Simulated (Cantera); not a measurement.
**CH₃SiH₃ + C₃H₈ + H₂ + C₂H₄ (silicon carbide growth)**

Feed: 1 mol CH₃SiH₃, 0.67 mol C₃H₈, 6.8 mol H₂, 0.15 mol C₂H₄, at 0.260 bar.

Equilibrium computed with Cantera from the NASA thermochemical tables; the gas is ideal and each condensed phase is pure. Candidate condensed phases: C, C₆H₆, C₇H₈, C₈H₁₈, Si, SiC; 87 gas species. The feed counts by its element totals alone. Equilibrium is a limit: real reactors are often held back by kinetics, nucleation or transport.

From 652 °C to 1702 °C the condensed part is C(graphite) + SiC(s).

```
T (°C)   x H₂     x CH₄       x H  x C₂H₂ (acetylene)     x CH₃      x Si  n C(graphite)  n SiC(s)
------  -----  --------  --------  ------------------  --------  --------  -------------  --------
652     0.947    0.0529  4.97e-10            1.20e-10  4.54e-10    <1e-12           1.67      1.00
802     0.989    0.0115   2.86e-8             7.44e-9   5.99e-9    <1e-12           2.17      1.00
952     0.997   0.00339   6.10e-7             1.62e-7   3.99e-8    <1e-12           2.27      1.00
1102    0.999   0.00129   6.72e-6             1.78e-6   1.73e-7  6.76e-12           2.29      1.00
1252    0.999  0.000592   4.64e-5             1.21e-5   5.58e-7  5.82e-10           2.30      1.00
1402    0.999  0.000313  0.000228             5.80e-5   1.45e-6   2.24e-8           2.30     1.000
1552    0.999  0.000184  0.000863            0.000214   3.21e-6   4.72e-7           2.30     1.000
1702    0.997  0.000117   0.00268            0.000647   6.26e-6   6.21e-6           2.29     1.000
```
x: gas mole fraction; n: condensed amount in mol.
